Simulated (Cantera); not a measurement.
## Fluorocarbon and chlorocarbon gases: CHF3 + CH4 + H2

Feed: 1 mol CHF3, 0.44 mol CH4, 0.35 mol H2, held at 0.0120 Torr.

Equilibrium computed with Cantera from the NASA thermochemical tables; the gas is ideal and each condensed phase is pure. Candidate condensed phases: C, C6H6, C7H8, C8H18; 95 gas species. The numbers say what is thermodynamically allowed, not how fast it happens.

From 850 K to 2150 K the condensed part is C(graphite). The main C-bearing gas is CH4 at 850 K and C3 at 2150 K.

```csv
T (K),x HF,x H,x H2,x F,n C(graphite)
850,0.929,1.37e-9,0.0712,<1e-12,1.44
950,0.929,3.71e-8,0.0712,<1e-12,1.44
1050,0.929,5.41e-7,0.0712,1.89e-12,1.44
1150,0.929,4.98e-6,0.0712,6.64e-11,1.44
1250,0.929,3.22e-5,0.0712,1.33e-9,1.44
1350,0.929,0.000159,0.0711,1.71e-8,1.44
1450,0.928,0.000629,0.0709,1.56e-7,1.44
1550,0.928,0.00208,0.0701,1.07e-6,1.44
1650,0.926,0.00592,0.0680,5.92e-6,1.44
1750,0.922,0.0146,0.0634,2.74e-5,1.44
1850,0.914,0.0314,0.0544,0.000112,1.44
1950,0.901,0.0577,0.0405,0.000429,1.44
2050,0.885,0.0887,0.0244,0.00161,1.44
2150,0.866,0.116,0.0120,0.00603,1.44
```
x: gas mole fraction; n: condensed amount in mol.
